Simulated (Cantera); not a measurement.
Feed: 1 mol PbO, 0.63 mol CO, equilibrated at 925 K and 0.0970 bar.

Method: chemical equilibrium by Gibbs-energy minimisation in Cantera with the NASA 1993 tables (ideal gas, pure condensed phases). Candidate condensed phases: C, Pb, PbO, PbO₂, Pb₃O₄; 15 gas species. Rates play no part.

Base state: CO₂ 1.000, CO 5.47e-5, Pb 2.75e-5 (mole fractions); condensed: Pb(l) + PbO(yellow).

Question: What changes in the equilibrium state with this change: temperature from 925 K to 2073 K?

Answer: 
```json
[
 {"species": "Pb", "before": "2.75e-5", "after": "0.397"},
 {"species": "CO₂", "before": "1.000", "after": "0.359"},
 {"species": "PbO", "before": "2.10e-7", "after": "0.204"},
 {"species": "O₂", "before": "<1e-9", "after": "0.0189"},
 {"species": "CO", "before": "5.47e-5", "after": "0.0199"},
 {"species": "O", "before": "<1e-9", "after": "0.000508"},
 {"species": "Pb₂", "before": "<1e-9", "after": "6.49e-5"},
 {"species": "Pb(l), mol", "before": "0.630", "after": "0"},
 {"species": "PbO(yellow), mol", "before": "0.370", "after": "0"}
]
```
Gases not in the tables: (PbO)n polymers.

Question: What changes in the equilibrium state with this change: temperature from 925 K to 1198.15 K?

Answer: 
```csv
species,before,after
CO₂,1.000,0.992
Pb,2.75e-5,0.00645
PbO,2.10e-7,0.000677
CO,5.47e-5,0.000409
"Pb(l), mol",0.630,0.626
"PbO(yellow), mol",0.370,0
"PbO(l), mol",0,0.370
```
Each liquid is taken as pure. Mutual solubility and eutectic melting of coexisting phases are not modelled.
